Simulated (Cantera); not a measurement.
Feed: 1 mol CF4, 0.12 mol H2, equilibrated at 577 °C and 4.35 Torr.

Method: chemical equilibrium by Gibbs-energy minimisation in Cantera with the NASA 1993 tables (ideal gas, pure condensed phases). Candidate condensed phases: C, C6H6, C7H8, C8H18; 95 gas species. Condensed phases not in the tables: fluorocarbon polymer. Gases not in the tables: C2F6 and larger saturated fluorocarbons. Rates play no part.

Base state: CF4 0.797, HF 0.203 (mole fractions); condensed: C(graphite).

Problem. What changes in the equilibrium state with this change: CF4 replaced by c-C4F8?

Solution. 
```tsv
species	before	after
CF4	0.797	0.890
HF	0.203	0.110
C(graphite), mol	0.0600	2.06
```
The feed counts by its element totals alone.
